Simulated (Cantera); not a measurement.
An isothermal, constant-pressure homogeneous reactor starts with 4.02 % H2, 3.10 % O2, 92.9 % N2, equivalence ratio 0.65, at 973 K and 203 Torr.

Model: GRI-Mech 3.0 (53 species, 325 reactions), integrated in Cantera. The temperature is held fixed by assumption; the heat of reaction is taken as removed at once.

x: mole fraction; the columns are a selection and need not sum to one.

| t (s) | x H2 | x O2 | x H2O2 | x NO | x OH | x H | x HO2 |
|---|---|---|---|---|---|---|---|
| 0.000800 | 0.0402 | 0.0310 | <1e-12 | <1e-12 | 3.67e-11 | 8.20e-10 | 3.75e-10 |
| 0.00194 | 0.0402 | 0.0310 | 9.15e-11 | <1e-12 | 8.48e-9 | 1.88e-7 | 7.08e-8 |
| 0.00472 | 0.0116 | 0.0179 | 2.76e-7 | 2.18e-7 | 0.000389 | 0.00696 | 4.24e-6 |
| 0.0115 | 0.000500 | 0.0113 | 3.54e-7 | 5.16e-7 | 5.89e-5 | 8.16e-5 | 2.42e-6 |
| 0.0279 | 0.000125 | 0.0111 | 2.09e-7 | 5.13e-7 | 1.48e-5 | 4.01e-6 | 1.42e-6 |
| 0.0678 | 3.57e-5 | 0.0111 | 1.09e-7 | 5.03e-7 | 6.53e-6 | 4.82e-7 | 6.72e-7 |
| 0.165 | 8.17e-6 | 0.0111 | 3.89e-8 | 4.88e-7 | 3.33e-6 | 5.62e-8 | 2.09e-7 |
| 0.400 | ___ | 0.0111 | ___ | 4.81e-7 | ___ | ___ | ___ |
| 0.972 | ___ | 0.0111 | ___ | 4.88e-7 | ___ | 3.75e-10 | ___ |
| 2.36 | 1.28e-8 | 0.0111 | 1.13e-9 | 5.00e-7 | 4.84e-7 | 3.87e-11 | 1.37e-9 |
| 5.74 | 2.30e-9 | 0.0111 | 3.99e-10 | 5.08e-7 | 2.82e-7 | 6.83e-12 | 4.37e-10 |
| 13.9 | 7.56e-10 | 0.0111 | 1.55e-10 | 5.13e-7 | 1.73e-7 | 1.58e-12 | 1.63e-10 |
| 33.9 | 2.90e-10 | 0.0111 | 6.35e-11 | 5.14e-7 | 1.10e-7 | <1e-12 | 6.84e-11 |
| 82.3 | 1.20e-10 | 0.0111 | 2.69e-11 | 5.15e-7 | 7.11e-8 | <1e-12 | 3.56e-11 |
| 200 | 5.71e-11 | 0.0111 | 1.24e-11 | 5.15e-7 | 4.80e-8 | <1e-12 | 2.65e-11 |

Task: Some entries are withheld; supply them.

Result: 
- 0.400, x H2: 1.28e-6
- 0.400, x H2O2: 1.19e-8
- 0.400, x OH: 1.74e-6
- 0.400, x H: 4.97e-9
- 0.400, x HO2: 4.01e-8
- 0.972, x H2: 1.36e-7
- 0.972, x H2O2: 3.58e-9
- 0.972, x OH: 8.96e-7
- 0.972, x HO2: 6.39e-9
